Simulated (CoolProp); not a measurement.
Vapour-liquid equilibrium of propane (1) + c-C4F8 (RC318) (2) at 1680 kPa; x and y are mole fractions of (1).

The numbers come from the multi-fluid Helmholtz-energy mixture model, Lemmon 2009 and Platzer 1990; pair parameters Bell 2016 in CoolProp. This equation is an older, rougher fit; its heat capacities, sound speeds and derivatives of the liquid may be far off and weren't checked against measurements.

```
x      bubble temperature, mixture model (K)  bubble temperature, Raoult's law (K)  y, mixture model  y, Raoult's law
-----  -------------------------------------  ------------------------------------  ----------------  ---------------
0.05                                   358.1                                 360.6             0.110            0.107
0.125                                      ?                                 356.4                 ?            0.248
0.2                                    344.0                                 352.6                 ?            0.369
0.275                                  338.6                                 348.9             0.481            0.473
0.35                                   334.4                                 345.4             0.557            0.564
0.425                                  331.0                                 342.2             0.616            0.642
0.5                                    328.5                                 339.1             0.666            0.711
0.575                                      ?                                 336.2             0.709            0.771
0.65                                   324.8                                 333.4             0.750            0.824
0.725                                  323.5                                 330.8             0.790            0.870
0.8                                    322.6                                 328.3             0.834            0.912
0.875                                  322.0                                 326.0             0.885            0.948
0.95                                   321.9                                 323.7             0.948            0.980
```

Task: Fill in the missing entries.

Result: 
- 0.125, bubble temperature, mixture model (K): 350.5
- 0.125, y, mixture model: 0.260
- 0.2, y, mixture model: 0.384
- 0.575, bubble temperature, mixture model (K): 326.4

The largest gap from Raoult's law is -11.2 K in bubble temperature, at x = 0.425. y crosses x between x = 0.875 and 0.95: the model has an azeotrope there.

Pair parameters are fitted to limited data, so mixtures are less certain than the pure fluids.
